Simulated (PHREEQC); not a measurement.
Consider water at 25 °C with 17 mmol/kgw HNO3, 0.85 mmol/kgw CaCl2 and 150 mmol/kgw CuCl2. Closed to the air; pH follows from the charge balance.

The numbers come from PHREEQC with the ion-association model, wateq4f.dat.

This is a speciation only: nothing precipitates in the calculation.

Predict the pH, activity of water.

pH 1.88; activity of water 0.992.

In which forms is Cu present?

Cu+2 83 %, CuCl+ 16 %, CuCl2 0.9 % of the Cu.
